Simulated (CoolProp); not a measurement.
Saturated liquid density (kg/m³) of n-perfluorohexane: the reference equation beside estimates from Tc = 174.9 °C, pc = 1.742 MPa, ω = 0.497. Rackett uses Z = 0.29056 − 0.08775 ω.

Model: reference Helmholtz-energy equation of state, Gao 2022, in CoolProp.

```tsv
T (°C)	reference	Rackett	van der Waals	Soave-Redlich-Kwong	Peng-Robinson
61.55	1564	1645	863.3	1347	1525
67.05	1546	1624	852.5	1328	1504
72.55	1528	1601	841.5	1308	1482
78.05	1508	1579	830.1	1288	1460
83.55	1489	1555	818.3	1266	1436
88.95	1469	1531	806.4	1245	1412
94.45	1448	1507	793.8	1221	1385
99.95	1426	1481	780.8	1197	1358
105.45	1403	1454	767.2	1171	1328
110.95	1380	1427	753.1	1143	1298
116.45	1354	1398	738.4	1115	1265
121.85	1328	1369	723.2	1085	1230
127.35	1300	1337	706.9	1052	1193
132.85	1269	1303	689.6	1017	1153
```

Absolute difference from the reference over all 14 rows, mean and median: Rackett 3.9 and 4.0 %, van der Waals 45.2 and 45.2 %, Soave-Redlich-Kwong 16.3 and 15.9 %, Peng-Robinson 5.0 and 4.6 %.
